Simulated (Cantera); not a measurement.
Charge: 1 mol Si, 0.87 mol HCl, 12 mol H2, equilibrated at 1 atm.

Equilibrium computed with Cantera from the NASA thermochemical tables; the gas is ideal and each condensed phase is pure. Candidate condensed phases: Si; 19 gas species. The tables' values for SiCl3 are old estimates; treat these amounts as uncertain. Equilibrium is a limit: real reactors are often held back by kinetics, nucleation or transport.

x: gas mole fraction; n: condensed amount in mol.

```json
[
 {"T (°C)": "502", "x H2": "0.979", "x HCl": "0.000547", "x SiHCl3": "0.0103", "x SiCl4": "0.00890", "x SiCl2": "2.89e-7", "n Si(s)": "0.746"},
 {"T (°C)": "602", "x H2": "0.978", "x HCl": "0.00193", "x SiHCl3": "0.00982", "x SiCl4": "0.00886", "x SiCl2": "4.85e-6", "n Si(s)": "0.751"},
 {"T (°C)": "702", "x H2": "0.976", "x HCl": "0.00517", "x SiHCl3": "0.00912", "x SiCl4": "0.00845", "x SiCl2": "4.42e-5", "n Si(s)": "0.763"},
 {"T (°C)": "802", "x H2": "0.972", "x HCl": "…", "x SiHCl3": "…", "x SiCl4": "…", "x SiCl2": "…", "n Si(s)": "0.783"},
 {"T (°C)": "902", "x H2": "0.965", "x HCl": "…", "x SiHCl3": "…", "x SiCl4": "…", "x SiCl2": "…", "n Si(s)": "0.812"},
 {"T (°C)": "1002", "x H2": "0.956", "x HCl": "0.0313", "x SiHCl3": "0.00425", "x SiCl4": "0.00345", "x SiCl2": "0.00266", "n Si(s)": "0.843"},
 {"T (°C)": "1102", "x H2": "0.949", "x HCl": "0.0406", "x SiHCl3": "0.00219", "x SiCl4": "0.00147", "x SiCl2": "0.00502", "n Si(s)": "0.866"}
]
```

Q: Some entries are withheld; supply them.

A: 
- 802, x HCl: 0.0112
- 802, x SiHCl3: 0.00803
- 802, x SiCl4: 0.00746
- 802, x SiCl2: 0.000253
- 902, x HCl: 0.0204
- 902, x SiHCl3: 0.00638
- 902, x SiCl4: 0.00572
- 902, x SiCl2: 0.000982
